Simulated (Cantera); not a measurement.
An adiabatic, constant-pressure homogeneous reactor starts with H2 : O2 : N2 = 1 : 0.588 : 2.21 (molar parts), equivalence ratio 0.85, at 1248 K and 100000 Pa. Integrator tolerance rtol = 1e-08.

Cantera simulation using the H2/O2 subset of GRI-Mech 3.0, which has no nitrogen chemistry; the numbers are that mechanism's predictions, not measurements.

Q: What does this change do: H2 1 to 2.4 parts?

A: 
```
quantity                                                            before                                      after
---------------------------------  ---------------------------------------  -----------------------------------------
time of steepest temperature rise                                  35.6 µs                                    39.9 µs
temperature at 1.00 s                                               2722 K                                     2668 K
equilibrium temperature                                             2722 K                                     2668 K
x(H2) at 1.00 s                      0.0235 (gas-phase equilibrium 0.0235)        0.252 (gas-phase equilibrium 0.252)
x(O2) at 1.00 s                      0.0299 (gas-phase equilibrium 0.0299)  0.000154 (gas-phase equilibrium 0.000154)
x(OH) at 1.00 s                      0.0268 (gas-phase equilibrium 0.0268)    0.00609 (gas-phase equilibrium 0.00609)
x(H) at 1.00 s                     0.00955 (gas-phase equilibrium 0.00955)      0.0254 (gas-phase equilibrium 0.0254)
x(O) at 1.00 s                     0.00690 (gas-phase equilibrium 0.00690)  0.000393 (gas-phase equilibrium 0.000393)
x(H2O) at 1.00 s                       0.253 (gas-phase equilibrium 0.253)        0.244 (gas-phase equilibrium 0.244)
```

Q: What does this change do: constant volume in place of constant pressure?

A: 
```json
[
 {"quantity": "time of steepest temperature rise", "before": "35.6 µs", "after": "34.8 µs"},
 {"quantity": "temperature at 1.00 s", "before": "2722 K", "after": "2902 K"},
 {"quantity": "equilibrium temperature", "before": "2722 K", "after": "2902 K"},
 {"quantity": "x(H2) at 1.00 s", "before": "0.0235 (gas-phase equilibrium 0.0235)", "after": "0.0300 (gas-phase equilibrium 0.0300)"},
 {"quantity": "x(O2) at 1.00 s", "before": "0.0299 (gas-phase equilibrium 0.0299)", "after": "0.0308 (gas-phase equilibrium 0.0308)"},
 {"quantity": "x(OH) at 1.00 s", "before": "0.0268 (gas-phase equilibrium 0.0268)", "after": "0.0339 (gas-phase equilibrium 0.0339)"},
 {"quantity": "x(H) at 1.00 s", "before": "0.00955 (gas-phase equilibrium 0.00955)", "after": "0.0140 (gas-phase equilibrium 0.0140)"},
 {"quantity": "x(O) at 1.00 s", "before": "0.00690 (gas-phase equilibrium 0.00690)", "after": "0.00976 (gas-phase equilibrium 0.00976)"},
 {"quantity": "x(H2O) at 1.00 s", "before": "0.253 (gas-phase equilibrium 0.253)", "after": "0.238 (gas-phase equilibrium 0.238)"}
]
```
